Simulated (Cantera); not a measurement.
Feed: 1 mol Si, 0.6 mol Br2, 31 mol H2, held at 2.20e-5 bar.

Equilibrium computed with Cantera from the NASA thermochemical tables; the gas is ideal and each condensed phase is pure. Candidate condensed phases: Br2, Si; 19 gas species. Equilibrium is a limit: real reactors are often held back by kinetics, nucleation or transport.

Problem. What share of the Si ends up in condensed phases as a function of T (°C), at 402, 502, 602, 702, 802, 902, 1002, 1102, 1202, 1302?

Solution. 
```
T (°C)  Si condensed (%)     as
------  ----------------  -----
402                 73.1  Si(s)
502                 82.6  Si(s)
602                 94.5  Si(s)
702                 95.8  Si(s)
802                 94.9  Si(s)
902                 94.1  Si(s)
1002                93.6  Si(s)
1102                93.5  Si(s)
1202                93.4  Si(s)
1302                86.5  Si(s)
```
